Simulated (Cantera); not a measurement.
Feed: 1 mol C₃H₈, 0.045 mol CO₂, 44 mol H₂, held at 25.0 bar.

Cantera equilibrium calculation (NASA polynomials, part measured and part estimated; ideal gas, pure solids and liquids). Candidate condensed phases: C, C₆H₆, C₇H₈, C₈H₁₈, H₂O; 110 gas species. Kinetics and transport are ignored.

### Question
At 2152 °C, list the 4 most abundant gas species with their mole fractions, and the condensed phases.

### Answer
H₂ 0.982, C₂H₂ (acetylene) 0.00767, CH₄ 0.00410, H 0.00355. Condensed: C(graphite).
